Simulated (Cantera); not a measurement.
An isothermal, constant-pressure homogeneous reactor starts with CH4 : N2 = 1 : 170 (molar parts), at 1200 K and 20.0 Torr. Integrator tolerance rtol = 1e-08.

Cantera simulation using GRI-Mech 3.0 (53 species, 325 reactions); the numbers are that mechanism's predictions, not measurements. GRI-Mech 3.0 stops at C3 and has no aromatics, soot or wall deposition, so with more carbon than oxygen in the feed, carbon stays in small species such as C2H2 where larger ones or solid carbon would form. Radical loss at walls, strong at low pressure, is not modelled.

What does this change do: temperature 1200 to 1600 K?


| quantity | before | after |
|---|---|---|
| x(CH4) at 100 s | 0.00584 (gas-phase equilibrium 1.59e-5) | 6.77e-6 (gas-phase equilibrium 7.01e-8) |
| x(C2H6) at 100 s | 1.37e-6 (gas-phase equilibrium 2.24e-11) | 2.01e-11 (gas-phase equilibrium <1e-12) |
| x(CH2) at 100 s | 4.58e-12 (gas-phase equilibrium <1e-12) | 1.57e-9 (gas-phase equilibrium 1.71e-11) |
| x(CH3) at 100 s | 1.02e-6 (gas-phase equilibrium 3.96e-9) | 4.82e-7 (gas-phase equilibrium 5.11e-9) |
| x(H2) at 100 s | 7.29e-6 (gas-phase equilibrium 0.00870) | 0.00869 (gas-phase equilibrium 0.00871) |
| x(HCN) at 100 s | <1e-12 (gas-phase equilibrium 0.00534) | 1.64e-5 (gas-phase equilibrium 0.00559) |
